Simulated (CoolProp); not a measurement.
A simple Rankine cycle with R1132(E): condensing at 288.15 K, boiler at 3.37 MPa, turbine inlet 368.3 K, turbine efficiency 0.6, pump efficiency 0.8, no recuperator. Each further row changes one setting.

The numbers come from the reference Helmholtz-energy equation of state, Akasaka 2024 in CoolProp.

| case | thermal efficiency (%) | net work (kJ/kg) | heat in (kJ/kg) | turbine exit temperature (K) | volume ratio over the turbine |
|---|---|---|---|---|---|
| as stated | 6.3 | 18.7 | 295 | (withheld) | 2.66 |
| turbine inlet 388.3 K | 6.5 | (withheld) | 322 | 349.2 | 2.62 |
| condensing temperature 280.15 K | 7.5 | 23.2 | 309 | 319.4 | (withheld) |
| boiler pressure 2.36 MPa | (withheld) | 13.5 | 309 | 344.4 | 1.84 |
| turbine efficiency 0.5 | (withheld) | 15.1 | 295 | 330.4 | 2.70 |

Fill in the missing entries.


- as stated, turbine exit temperature (K): 327.2
- turbine inlet 388.3 K, net work (kJ/kg): 21.0
- condensing temperature 280.15 K, volume ratio over the turbine: 3.33
- boiler pressure 2.36 MPa, thermal efficiency (%): 4.4
- turbine efficiency 0.5, thermal efficiency (%): 5.1
